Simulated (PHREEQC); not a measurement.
Consider water at 25 °C with 10 mmol/kgw ZnSO4, 0.14 mmol/kgw KCl and 140 mmol/kgw HCl. Closed to the air; pH follows from the charge balance.

Model: ion-association model, wateq4f.dat, run in PHREEQC.

This is a speciation only: nothing precipitates in the calculation.

Question: Order these Zn species by the share of Zn that they hold, largest first: ZnCl3-, ZnCl+, Zn+2, ZnCl2, ZnSO4.

Answer: Zn+2 (84 %), ZnCl+ (11 %), ZnSO4 (3.7 %), ZnCl2 (0.82 %), ZnCl3- (0.13 %)

Question: Order these S species by the share of S that they hold, largest first: HSO4-, SO4-2, Zn(SO4)2-2, ZnSO4.

Answer: HSO4- (78 %), SO4-2 (18 %), ZnSO4 (3.7 %), Zn(SO4)2-2 (0.11 %)

The pH is 0.97 and the ionic strength 0.161 mol/kgw.
